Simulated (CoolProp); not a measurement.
Aqueous magnesium chloride as a coolant, 20 % by mass, freezing at -28.7 °C, 1 atm.

The numbers come from the Melinder's fits for secondary coolants in CoolProp.

```json
[
 {"T (°C)": "-25.4", "cp (kJ/(kg K))": "2.985", "density (kg/m³)": "1188", "Prandtl number": "81.8", "viscosity (mPa s)": "13.0"},
 {"T (°C)": "-19.7", "cp (kJ/(kg K))": "3.000", "density (kg/m³)": "1187", "Prandtl number": "64.1", "viscosity (mPa s)": "10.3"},
 {"T (°C)": "-13.9", "cp (kJ/(kg K))": "3.016", "density (kg/m³)": "1186", "Prandtl number": "?", "viscosity (mPa s)": "8.22"},
 {"T (°C)": "-8.2", "cp (kJ/(kg K))": "3.032", "density (kg/m³)": "1185", "Prandtl number": "40.2", "viscosity (mPa s)": "?"},
 {"T (°C)": "-2.4", "cp (kJ/(kg K))": "3.048", "density (kg/m³)": "?", "Prandtl number": "32.2", "viscosity (mPa s)": "5.39"},
 {"T (°C)": "3.3", "cp (kJ/(kg K))": "3.064", "density (kg/m³)": "1181", "Prandtl number": "26.1", "viscosity (mPa s)": "4.42"},
 {"T (°C)": "9.1", "cp (kJ/(kg K))": "3.080", "density (kg/m³)": "?", "Prandtl number": "21.2", "viscosity (mPa s)": "3.65"},
 {"T (°C)": "14.8", "cp (kJ/(kg K))": "3.096", "density (kg/m³)": "1177", "Prandtl number": "17.5", "viscosity (mPa s)": "3.04"},
 {"T (°C)": "20.6", "cp (kJ/(kg K))": "3.112", "density (kg/m³)": "1175", "Prandtl number": "?", "viscosity (mPa s)": "2.55"},
 {"T (°C)": "26.4", "cp (kJ/(kg K))": "3.128", "density (kg/m³)": "1172", "Prandtl number": "?", "viscosity (mPa s)": "2.15"},
 {"T (°C)": "32.1", "cp (kJ/(kg K))": "3.143", "density (kg/m³)": "1170", "Prandtl number": "10.1", "viscosity (mPa s)": "1.83"}
]
```

Task: Fill in the missing entries.

Result: 
- -13.9, Prandtl number: 50.5
- -8.2, viscosity (mPa s): 6.64
- -2.4, density (kg/m³): 1183
- 9.1, density (kg/m³): 1179
- 20.6, Prandtl number: 14.4
- 26.4, Prandtl number: 12.0
